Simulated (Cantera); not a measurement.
Charge: 1 mol Si3N4, 3.8 mol H2O, 72 mol N2, held at 0.100 bar.

Equilibrium computed with Cantera from the NASA thermochemical tables; the gas is ideal and each condensed phase is pure. Candidate condensed phases: H2O, Si, SiO2, Si2N2O, Si3N4; 35 gas species. Mutual solubility and eutectic melting of coexisting phases are not modelled. The tables hold silica as quartz up to 1696 K and as liquid above; real silica turns to tridymite and cristobalite and melts near 1996 K. Rates play no part. All values below are at 1300 K.

Base state: N2 0.951, H2 0.0493, H2O 1.06e-5 (mole fractions); condensed: SiO2(β-quartz) + Si2N2O(s).

### Question
What changes in the equilibrium state with this change: Si3N4 replaced by BN?

### Answer
```json
[
 {"species": "N2", "before": "0.951", "after": "0.949"},
 {"species": "H2O", "before": "1.06e-5", "after": "0.0293"},
 {"species": "H2", "before": "0.0493", "after": "0.0196"},
 {"species": "HBO2", "before": "0", "after": "0.00167"},
 {"species": "(HBO2)3", "before": "0", "after": "1.30e-5"},
 {"species": "SiO2(β-quartz), mol", "before": "1.53", "after": "0"},
 {"species": "Si2N2O(s), mol", "before": "0.734", "after": "0"},
 {"species": "B2O3(l), mol", "before": "0", "after": "0.435"}
]
```
Gases not in the tables: H3BO3. Further candidate phases: B, BN, B2O3, B3O3H3.
